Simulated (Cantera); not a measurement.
Feed: 1 mol SiO₂, 3.1 mol HF, 11 mol N₂, equilibrated at 13.3 mbar.

Cantera equilibrium calculation (NASA polynomials, part measured and part estimated; ideal gas, pure solids and liquids). Candidate condensed phases: H₂O, Si, SiO₂, Si₂N₂O, Si₃N₄; 58 gas species. The tables hold silica as quartz up to 1696 K and as liquid above; real silica turns to tridymite and cristobalite and melts near 1996 K. Kinetics and transport are ignored.

Question: What share of the Si ends up in condensed phases as a function of T (K), at 723, 823, 923, 1023, 1123, 1223, 1323, 1423, 1523, 1623, 1723, 1823, 1923?

Answer: 
```
T (K)  Si condensed (%)               as
-----  ----------------  ---------------
723                47.3   SiO₂(α-quartz)
823                58.1   SiO₂(α-quartz)
923                67.5   SiO₂(β-quartz)
1023               74.9   SiO₂(β-quartz)
1123               80.4   SiO₂(β-quartz)
1223               84.4   SiO₂(β-quartz)
1323               87.3   SiO₂(β-quartz)
1423               89.5   SiO₂(β-quartz)
1523               91.1   SiO₂(β-quartz)
1623               92.4   SiO₂(β-quartz)
1723               93.3  SiO₂(condensed)
1823               94.0  SiO₂(condensed)
1923               94.3  SiO₂(condensed)
```
